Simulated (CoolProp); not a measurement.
Vapour pressure (MPa) of CHF3 (R23): the reference equation beside estimates from Tc = 299.3 K, pc = 4.832 MPa, ω = 0.263. Clausius-Clapeyron is anchored at 150.9 K with a constant enthalpy of vaporisation of 18.88 kJ/mol.

The numbers come from the reference Helmholtz-energy equation of state, Penoncello 2003 in CoolProp.

| T (K) | reference | Lee-Kesler | Clausius-Clapeyron | Soave-Redlich-Kwong | Peng-Robinson |
|---|---|---|---|---|---|
| 144.4 | 0.002371 | 0.002137 | 0.002394 | 0.002203 | 0.002413 |
| 146.6 | 0.003015 | (withheld) | 0.003030 | 0.002812 | 0.003061 |
| 148.7 | 0.003764 | 0.003424 | 0.003771 | 0.003521 | 0.003813 |
| 150.9 | 0.004711 | 0.004307 | 0.004711 | 0.004424 | 0.004763 |
| 153.1 | 0.005854 | 0.005377 | (withheld) | 0.005515 | 0.005906 |
| 155.2 | (withheld) | 0.006600 | 0.007148 | 0.006760 | 0.007205 |
| 157.4 | 0.008767 | (withheld) | 0.008770 | 0.008311 | 0.008816 |
| 159.6 | 0.01067 | 0.009939 | (withheld) | (withheld) | 0.01072 |
| 161.7 | 0.01280 | 0.01197 | 0.01287 | 0.01221 | 0.01284 |
| 163.9 | 0.01540 | 0.01447 | 0.01554 | 0.01474 | 0.01543 |
| 166 | 0.01828 | 0.01724 | 0.01851 | (withheld) | 0.01829 |
| 168.2 | 0.02175 | 0.02060 | 0.02214 | 0.02092 | 0.02175 |
| 170.4 | 0.02575 | 0.02449 | 0.02636 | 0.02483 | 0.02572 |
| 172.5 | 0.03010 | 0.02874 | 0.03100 | 0.02911 | 0.03006 |

Question: What belongs in the gaps?

Answer: 
- 146.6, Lee-Kesler: 0.002731
- 153.1, Clausius-Clapeyron: 0.005849
- 155.2, reference: 0.007153
- 157.4, Lee-Kesler: 0.008126
- 159.6, Clausius-Clapeyron: 0.01070
- 159.6, Soave-Redlich-Kwong: 0.01015
- 166, Soave-Redlich-Kwong: 0.01753

Absolute difference from the reference over all 14 rows, mean and median: Lee-Kesler 7.1 and 7.1 %, Clausius-Clapeyron 0.9 and 0.5 %, Soave-Redlich-Kwong 5.1 and 5.0 %, Peng-Robinson 0.7 and 0.5 %.
